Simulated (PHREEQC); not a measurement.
Solution (25 °C): 0.13 mol HNO3, 8.4e-05 mol CdSO4 and 0.15 mol NiSO4 per kg of water. Closed to the air; pH follows from the charge balance.

All values are PHREEQC results (ion-association model, wateq4f.dat), not measurements.

Question: The ionic strength comes out as 0.418 mol/kgw. What activity coefficients do HSO4-, NO3-, SO4-2, Cd(SO4)2-2, CdNO3+ get?

Answer: HSO4- 0.68, NO3- 0.63, SO4-2 0.22, Cd(SO4)2-2 0.29, CdNO3+ 0.73.

No solid was allowed to form. Complexes and solids missing from the database can't appear.
